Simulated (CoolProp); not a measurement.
The numbers come from the reference Helmholtz-energy equation of state, Smukala 2000 in CoolProp.

For ethylene, give the phase and the density (kg/m³), fugacity coefficient at 188 K and 198 kPa.


- 188 K and 198 kPa: gas; density 3.73, fugacity coefficient 0.955
